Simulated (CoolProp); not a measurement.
n-dodecane along the isotherm 378 K: fugacity coefficient from the reference equation and from simpler models built on Tc = 658.1 K, pc = 1.818 MPa, ω = 0.574; each cubic takes its own stable root.

Computed with CoolProp (reference Helmholtz-energy equation of state, Lemmon 2004). It is a short technical equation, of lower accuracy than the large ones.

| p (MPa) | phase | reference | van der Waals | Redlich-Kwong | Soave-Redlich-Kwong |
|---|---|---|---|---|---|
| 0.248 | liquid | 0.01040 | 0.4663 | 0.09377 | 0.01025 |
| 0.496 | liquid | 0.005301 | 0.2421 | 0.04810 | 0.005251 |
| 0.744 | liquid | 0.003604 | 0.1676 | 0.03290 | 0.003586 |
| 0.991 | liquid | 0.002759 | 0.1306 | 0.02533 | 0.002757 |
| 1.24 | liquid | 0.002248 | 0.1084 | 0.02077 | 0.002257 |
| 1.49 | liquid | 0.001908 | 0.09368 | 0.01774 | 0.001925 |
| 1.73 | liquid | 0.001675 | 0.08364 | 0.01566 | 0.001696 |
| 1.98 | liquid | 0.001493 | 0.07587 | 0.01404 | 0.001519 |
| 2.23 | liquid | 0.001352 | 0.06993 | 0.01278 | 0.001381 |
| 2.48 | liquid | 0.001240 | 0.06527 | 0.01179 | 0.001272 |
| 2.73 | liquid | 0.001148 | 0.06154 | 0.01099 | 0.001184 |
